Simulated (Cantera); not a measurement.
**Hydrocarbon pyrolysis for carbon deposition**

A perfectly stirred reactor is fed with 33.3 % CH4, 66.7 % H2, at 330 Torr; it is held at 1725 K, and followed from long to short residence time.

Model: GRI-Mech 3.0 (53 species, 325 reactions), integrated in Cantera. GRI-Mech 3.0 stops at C3 and has no aromatics, soot or wall deposition, so with more carbon than oxygen in the feed, carbon stays in small species such as C2H2 where larger ones or solid carbon would form.

```
τ (s)    x CH4   x H2     x CH3   x C2H4    x C2H6  x C2H2
------  ------  -----  --------  -------  --------  ------
6.0     0.0187  0.863  0.000113  0.00178   2.22e-6   0.116
2.8     0.0239  0.860  0.000143  0.00175   3.22e-6   0.114
1.3     0.0325  0.854  0.000192  0.00172   5.36e-6   0.111
0.61    0.0455  0.846  0.000263  0.00169   9.71e-6   0.106
0.29    0.0643  0.834  0.000362  0.00168   1.82e-5  0.0992
0.13    0.0931  0.816  0.000507  0.00171   3.60e-5  0.0883
0.063    0.128  0.794  0.000672  0.00185   6.42e-5  0.0751
0.030    0.170  0.768  0.000867  0.00215  0.000109  0.0588
0.014    0.217  0.738   0.00107  0.00259  0.000169  0.0406
0.0065   0.260  0.711   0.00125  0.00300  0.000233  0.0240
0.0030   0.293  0.691   0.00136  0.00306  0.000279  0.0117
```
x: mole fraction; the columns are a selection and need not sum to one.
